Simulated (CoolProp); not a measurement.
Vapour-liquid equilibrium of carbon dioxide (1) + ethane (2) at -38.35 °C; x and y are mole fractions of (1).

Computed with CoolProp (multi-fluid Helmholtz-energy mixture model, Span 1996 and Bücker 2006; pair parameters Kunz 2012).

```tsv
x	bubble pressure (MPa)	y at the bubble point	dew pressure at overall composition x (MPa)	liquid density (mol/L)
0.05	0.9093	?	0.8539	15.94
0.2	?	0.362	0.9686	?
0.35	1.239	?	?	?
0.5	1.301	0.578	1.246	18.44
0.65	1.319	0.646	1.319	19.87
0.8	1.293	0.726	1.239	21.77
0.95	?	0.886	?	24.25
```

### Question
What belongs in the gaps?

### Answer

- 0.05, y at the bubble point: 0.126
- 0.2, bubble pressure (MPa): 1.115
- 0.2, liquid density (mol/L): 16.56
- 0.35, y at the bubble point: 0.492
- 0.35, dew pressure at overall composition x (MPa): 1.104
- 0.35, liquid density (mol/L): 17.37
- 0.95, bubble pressure (MPa): 1.165
- 0.95, dew pressure at overall composition x (MPa): 1.109

y crosses x between x = 0.5 and 0.65: the model has an azeotrope there.

Pair parameters are fitted to limited data, so mixtures are less certain than the pure fluids.
